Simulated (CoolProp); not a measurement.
Vapour-liquid equilibrium of CH3F (R41) (1) + chloromethane (R40) (2) at 0.638 MPa; x and y are mole fractions of (1).

The numbers come from the multi-fluid Helmholtz-energy mixture model, Lemmon 2006 and Thol 2014; pair parameters Bell 2016 in CoolProp.

```json
[
 {"x": "0.05", "bubble temperature, mixture model (K)": "293.5", "bubble temperature, Raoult's law (K)": "292.9", "y, mixture model": "0.229", "y, Raoult's law": "0.265"},
 {"x": "0.2", "bubble temperature, mixture model (K)": "274.3", "bubble temperature, Raoult's law (K)": "274.4", "y, mixture model": "0.627", "y, Raoult's law": "0.661"},
 {"x": "0.35", "bubble temperature, mixture model (K)": "261.6", "bubble temperature, Raoult's law (K)": "262.3", "y, mixture model": "0.800", "y, Raoult's law": "0.823"},
 {"x": "0.5", "bubble temperature, mixture model (K)": "252.9", "bubble temperature, Raoult's law (K)": "253.6", "y, mixture model": "0.884", "y, Raoult's law": "0.904"},
 {"x": "0.65", "bubble temperature, mixture model (K)": "246.6", "bubble temperature, Raoult's law (K)": "247.0", "y, mixture model": "0.933", "y, Raoult's law": "0.950"},
 {"x": "0.8", "bubble temperature, mixture model (K)": "241.7", "bubble temperature, Raoult's law (K)": "241.7", "y, mixture model": "0.966", "y, Raoult's law": "0.977"},
 {"x": "0.95", "bubble temperature, mixture model (K)": "237.4", "bubble temperature, Raoult's law (K)": "237.3", "y, mixture model": "0.992", "y, Raoult's law": "0.995"}
]
```

The largest gap from Raoult's law is -0.7 K in bubble temperature, at x = 0.5. No azeotrope shows between x = 0.05 and 0.95.

The pair parameters rest on a limited set of measurements; away from them the model extrapolates. The gap from Raoult's law changes sign with composition, which may be real or a fault of the pair parameters; it wasn't checked against measurements.
